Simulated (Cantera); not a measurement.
A perfectly stirred reactor is fed with 9.74 % H2, 51.3 % O2, 39.0 % N2, at 0.0178 atm; it is held at 1298 K, and followed from long to short residence time.

Model: the H2/O2 subset of GRI-Mech 3.0, which has no nitrogen chemistry, integrated in Cantera. Radical loss at walls, strong at low pressure, is not modelled. The temperature is held fixed by assumption; the heat of reaction is taken as removed at once.

### Question
Predict: x(H2) at τ = 3.30 s; x(O2) at τ = 3.30 s; x(H2O2) at τ = 3.30 s; x(H2O) at τ = 3.30 s; x(OH) at τ = 3.30 s; x(H2) at τ = 35.0 ms; x(O2) at τ = 35.0 ms; x(H2O2) at τ = 35.0 ms; x(H2O) at τ = 35.0 ms; x(OH) at τ = 35.0 ms.

### Answer
| Item | Value |
|---|---|
| x(H2) at τ = 3.30 s | 0.000174 |
| x(O2) at τ = 3.30 s | 0.486 |
| x(H2O2) at τ = 3.30 s | 7.20e-8 |
| x(H2O) at τ = 3.30 s | 0.101 |
| x(OH) at τ = 3.30 s | 0.00134 |
| x(H2) at τ = 35.0 ms | 0.00259 |
| x(O2) at τ = 35.0 ms | 0.470 |
| x(H2O2) at τ = 35.0 ms | 1.68e-7 |
| x(H2O) at τ = 35.0 ms | 0.0909 |
| x(OH) at τ = 35.0 ms | 0.00523 |
